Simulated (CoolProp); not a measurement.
A single-stage vapour-compression cycle with R143a: evaporating at 263.15 K (dew point), condensing at 327.15 K (bubble point), superheat 5 K, subcooling 8 K, compressor efficiency 0.8, no pressure losses. Each further row changes one setting.

The numbers come from the reference Helmholtz-energy equation of state, Lemmon and Jacobsen 2000 in CoolProp.

```csv
case,cooling COP,pressure ratio,discharge temperature (K),refrigerating effect (kJ/kg),volumetric capacity (kJ/m³)
as stated,2.20,5.63,348.5,112,2160
evaporating temperature 268.15 K,(withheld),4.77,347.0,115,2600
condensing temperature 322.15 K,(withheld),5.03,(withheld),121,2330
subcooling 13 K,2.38,5.63,348.5,122,2340
superheat 15 K,2.25,5.63,358.1,123,(withheld)
compressor efficiency 0.7,1.92,5.63,353.6,112,2160
```

Q: What belongs in the gaps?

A: 
- evaporating temperature 268.15 K, cooling COP: 2.51
- condensing temperature 322.15 K, cooling COP: 2.53
- condensing temperature 322.15 K, discharge temperature (K): 342.6
- superheat 15 K, volumetric capacity (kJ/m³): 2220
